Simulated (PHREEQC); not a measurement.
Dissolve 0.064 mol/kgw H2SO4, 0.0034 mol/kgw CuSO4, 4e-05 mol/kgw MnSO4 and 0.00074 mol/kgw HF at 25 °C. Closed to the air; pH follows from the charge balance.

Equilibrium calculation in PHREEQC: ion-association model, wateq4f.dat.

Precipitation was switched off in this run.

Predict the pH.

pH 1.19.

In which forms is Mn present?

Mn+2 70 %, MnSO4 30 % of the Mn.
